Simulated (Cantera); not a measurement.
A closed system holds: 1 mol SiHCl3, 1.3 mol HCl, 82 mol H2, at 0.00230 bar.

These are equilibrium values from Cantera (NASA tables, ideal gas, pure condensed phases), not measurements of a reactor. Candidate condensed phases: Si; 19 gas species. Gases not in the tables: Si2H6 and higher silanes. Kinetics and transport are ignored.

### Question
Which condensed phases are stable at each of these points (T (°C)): 1175, 1275, 1375, 1475, 1575, 1675, 1775, 1875, 1975?

### Answer
| T (°C) | condensed phases | Si condensed (%) |
|---|---|---|
| 1175 | Si(s) | 55.7 |
| 1275 | Si(s) | 53.3 |
| 1375 | Si(s) | 50.2 |
| 1475 | Si(l) | 46.6 |
| 1575 | Si(l) | 30.1 |
| 1675 | gas only | 0.0 |
| 1775 | gas only | 0.0 |
| 1875 | gas only | 0.0 |
| 1975 | gas only | 0.0 |

From 1175 °C to 1375 °C the condensed part is Si(s). From 1475 °C to 1575 °C the condensed part is Si(l). From 1675 °C to 1975 °C nothing is condensed.
